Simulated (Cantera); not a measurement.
A Cantera script and its output.

```python
import numpy as np
import cantera as ct

gas = ct.Solution("gri30.yaml")
gas.TPX = 1275, 35000, {'N2O': 1, 'H2': 0.0096, 'N2': 0.58}
reactor = ct.IdealGasConstPressureReactor(gas, energy="off", clone=False)
net = ct.ReactorNet([reactor])
net.rtol, net.atol = 1e-08, 1e-18
show = ['N2O', 'H2', 'H2O2', 'NO', 'NO2']
times = np.geomspace(2e-05, 5, 15)

steps = ct.SolutionArray(gas, extra=["t"])
rows = []
print(f"{'t/s':>10s}{'T/K':>9s}{'P/Pa':>11s}" + "".join(f"{s:>11s}" for s in show))
for t in times:
    while net.time < t:
        t_next = net.step()
        steps.append(gas.state, t=t_next)
    rows.append([np.interp(t, steps.t, y) for y in (steps.T, steps.P, *steps(*show).X.T)])
    print(f"{t:10.3e}{rows[-1][0]:9.1f}{rows[-1][1]:11.4g}" + "".join(f"{x:11.3e}" for x in rows[-1][2:]))
rate = np.gradient(steps.T, steps.t)
print("integrator steps:", len(steps.t))
if steps.T.max() > steps.T[0] + 200:
    print(f"time of steepest temperature rise: {steps.t[rate.argmax()]:.4e} s")
gas.TPX = 1275, 35000, {'N2O': 1, 'H2': 0.0096, 'N2': 0.58}
gas.equilibrate("TP")
print(f"equilibrium (TP): T = {gas.T:.1f} K  " + "  ".join(f"{s} {gas[s].X[0]:.3e}" for s in show))
```

Result:

```
       t/s      T/K       P/Pa        N2O         H2       H2O2         NO        NO2
 2.000e-05   1275.0    3.5e+04  6.291e-01  6.038e-03  9.928e-13  4.745e-07  4.939e-13
 4.860e-05   1275.0    3.5e+04  6.291e-01  6.033e-03  3.032e-11  1.916e-06  1.689e-11
 1.181e-04   1275.0    3.5e+04  6.290e-01  6.003e-03  6.661e-10  6.410e-06  8.069e-10
 2.869e-04   1275.0    3.5e+04  6.287e-01  5.842e-03  1.120e-08  1.991e-05  3.163e-08
 6.971e-04   1275.0    3.5e+04  6.278e-01  5.198e-03  8.544e-08  5.765e-05  5.928e-07
 1.694e-03   1275.0    3.5e+04  6.255e-01  3.589e-03  1.231e-07  1.400e-04  3.778e-06
 4.116e-03   1275.0    3.5e+04  6.218e-01  1.573e-03  8.301e-08  3.005e-04  1.618e-05
 1.000e-02   1275.0    3.5e+04  6.166e-01  3.783e-04  2.724e-08  6.540e-04  5.672e-05
 2.430e-02   1275.0    3.5e+04  6.068e-01  3.509e-05  6.975e-09  1.525e-03  1.242e-04
 5.904e-02   1275.0    3.5e+04  5.844e-01  2.160e-07  3.762e-09  3.640e-03  1.830e-04
 1.435e-01   1275.0    3.5e+04  5.346e-01  2.738e-08  3.180e-09  8.392e-03  2.176e-04
 3.486e-01   1275.0    3.5e+04  4.344e-01  2.593e-08  2.984e-09  1.785e-02  2.267e-04
 8.469e-01   1275.0    3.5e+04  2.733e-01  2.562e-08  2.633e-09  3.256e-02  2.204e-04
 2.058e+00   1275.0    3.5e+04  1.045e-01  2.189e-08  1.881e-09  4.642e-02  2.087e-04
 5.000e+00   1275.0    3.5e+04  1.781e-02  8.718e-09  6.803e-10  5.108e-02  2.067e-04
integrator steps: 1885
equilibrium (TP): T = 1275.0 K  N2O 1.369e-08  H2 8.877e-10  H2O2 5.987e-11  NO 3.514e-04  NO2 2.652e-06
```

Model: GRI-Mech 3.0 (53 species, 325 reactions), integrated in Cantera. GRI-Mech 3.0 was tuned for natural gas; its chemistry of N2O as a main component is partial and can be far from experiment. The mechanism lacks the step 2 NO + O2 → 2 NO2, which can matter for NO2 below about 1400 K. The temperature is held fixed by assumption; the heat of reaction is taken as removed at once.
